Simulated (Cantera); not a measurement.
An isothermal, constant-pressure homogeneous reactor starts with CH4 : H2O = 2 : 0.81 (molar parts), at 1525 K and 9.87 atm.

Computed with Cantera and GRI-Mech 3.0 (53 species, 325 reactions). GRI-Mech 3.0 stops at C3 and has no aromatics, soot or wall deposition, so with more carbon than oxygen in the feed, carbon stays in small species such as C2H2 where larger ones or solid carbon would form.

x: mole fraction; the columns are a selection and need not sum to one.

| t (s) | x CH4 | x H2O | x CH2CO | x CH2O | x CH3 | x O2 | x CO |
|---|---|---|---|---|---|---|---|
| 1.00e-5 | 0.712 | 0.288 | <1e-12 | 1.73e-9 | 6.15e-5 | <1e-12 | 8.89e-12 |
| 5.37e-5 | 0.711 | 0.288 | <1e-12 | ___ | ___ | <1e-12 | ___ |
| 0.000289 | 0.709 | 0.288 | 7.67e-11 | 3.99e-7 | 0.000118 | <1e-12 | 1.94e-7 |
| 0.00155 | 0.695 | 0.287 | 5.07e-8 | 2.67e-6 | 0.000161 | <1e-12 | 1.17e-5 |
| 0.00833 | 0.615 | 0.275 | 4.61e-6 | 2.53e-6 | 0.000137 | <1e-12 | 0.000161 |
| 0.0447 | 0.408 | 0.242 | 1.47e-5 | 1.21e-6 | 9.24e-5 | <1e-12 | 0.00146 |
| 0.240 | 0.322 | 0.215 | 1.50e-5 | 8.95e-7 | 8.52e-5 | <1e-12 | 0.0107 |
| 1.29 | 0.323 | 0.162 | 8.30e-6 | 6.24e-7 | 8.02e-5 | <1e-12 | 0.0450 |
| 6.93 | 0.297 | 0.0778 | 3.09e-6 | 4.07e-7 | 6.63e-5 | <1e-12 | 0.111 |
| 37.2 | 0.248 | 0.0160 | 1.80e-6 | 4.20e-7 | 5.11e-5 | <1e-12 | 0.165 |
| 200 | 0.232 | ___ | ___ | 4.48e-7 | ___ | <1e-12 | ___ |

Q: Complete the blanks.

A: 
- 5.37e-5, x CH2O: 4.28e-8
- 5.37e-5, x CH3: 9.43e-5
- 5.37e-5, x CO: 2.94e-9
- 200, x H2O: 0.000132
- 200, x CH2CO: 1.63e-6
- 200, x CH3: 4.67e-5
- 200, x CO: 0.179
